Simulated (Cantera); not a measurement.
A perfectly stirred reactor is fed with 33.5 % H2, 14.0 % O2, 52.6 % N2, equivalence ratio 1.2, at 100000 Pa; it is adiabatic with a 525 K inlet, and is followed from long to short residence time, starting on the burning branch (τ in s: 0.043, 0.018, 0.0076, 0.0032, 0.0013, 0.00056, 0.00024, 0.0001, 4.2e-05, 1.8e-05).

Model: the H2/O2 subset of GRI-Mech 3.0, which has no nitrogen chemistry, integrated in Cantera.

Q: Predict: blow-out, bracketed by the residence times tried; x(H2) at τ = 43.0 ms; x(O2) at τ = 43.0 ms; x(H2O2) at τ = 43.0 ms; x(H) at τ = 43.0 ms; x(OH) at τ = 43.0 ms; x(H2) at τ = 0.560 ms; x(O2) at τ = 0.560 ms; x(H2O2) at τ = 0.560 ms; x(H) at τ = 0.560 ms; x(OH) at τ = 0.560 ms.

A: 
- blow-out, bracketed by the residence times tried: burning at 18.0 µs, the shortest tried
- x(H2) at τ = 43.0 ms: 0.0664
- x(O2) at τ = 43.0 ms: 0.00101
- x(H2O2) at τ = 43.0 ms: 7.21e-8
- x(H) at τ = 43.0 ms: 0.00731
- x(OH) at τ = 43.0 ms: 0.00700
- x(H2) at τ = 0.560 ms: 0.0739
- x(O2) at τ = 0.560 ms: 0.00699
- x(H2O2) at τ = 0.560 ms: 2.49e-7
- x(H) at τ = 0.560 ms: 0.0281
- x(OH) at τ = 0.560 ms: 0.0149
